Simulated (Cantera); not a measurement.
Charge: 1 mol BN, a varied amount of Cl2, 2.9 mol H2, held at 6.20 mbar.

Method: chemical equilibrium by Gibbs-energy minimisation in Cantera with the NASA 1993 tables (ideal gas, pure condensed phases). Candidate condensed phases: B, BN, NH4Cl; 21 gas species. The tables' values for BCl2 are old estimates. Kinetics and transport are ignored.

Q: What condenses at these points (T in K, n(Cl2) in mol): (1573, 0.99); (1673, 4.3); (1773, 3); (1873, 2.5); (1623, 4.3); (2123, 0.99)?

A: 
```csv
T (K),n(Cl2) in mol,condensed phases,B condensed (%)
1573,0.99,BN,98.5
1673,4.3,gas only,0.0
1773,3,BN,44.9
1873,2.5,BN,43.7
1623,4.3,gas only,0.0
2123,0.99,B,7.4
```
